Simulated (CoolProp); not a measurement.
Saturated liquid density (kg/m³) of hydrogen chloride: the reference equation beside estimates from Tc = 51.5 °C, pc = 8.314 MPa, ω = 0.130. Rackett uses Z = 0.29056 − 0.08775 ω.

Computed with CoolProp (reference Helmholtz-energy equation of state, Thol 2018).

```
T (°C)  reference  Rackett  van der Waals  Redlich-Kwong  Soave-Redlich-Kwong  Peng-Robinson
------  ---------  -------  -------------  -------------  -------------------  -------------
-73.35       1156     1062          684.8           1006                 1017           1149
-65.75       1136     1044          673.3          986.2                  [?]           1128
-58.15       1116     1025          661.3          965.2                978.1            [?]
-50.45       1094     1006          648.7          942.9                957.0           1083
-42.85        [?]    985.7            [?]          919.8                934.9           1059
-35.25        [?]    965.0          622.0          895.5                911.6           1033
-27.55       1026    943.1          607.5          869.6                  [?]           1005
-19.95       1001    920.5          592.4          842.4                859.9            [?]
-12.35      974.4    896.7          576.4          813.6                831.5          943.3
```

Q: Fill in the missing entries.

A: 
- -65.75, Soave-Redlich-Kwong: 997.9
- -58.15, Peng-Robinson: 1107
- -42.85, reference: 1072
- -42.85, van der Waals: 635.7
- -35.25, reference: 1050
- -27.55, Soave-Redlich-Kwong: 886.4
- -19.95, Peng-Robinson: 975.3

Absolute difference from the reference over all 9 rows, mean and median: Rackett 8.1 and 8.1 %, van der Waals 40.8 and 40.8 %, Redlich-Kwong 14.4 and 14.2 %, Soave-Redlich-Kwong 13.0 and 12.8 %, Peng-Robinson 1.5 and 1.2 %.
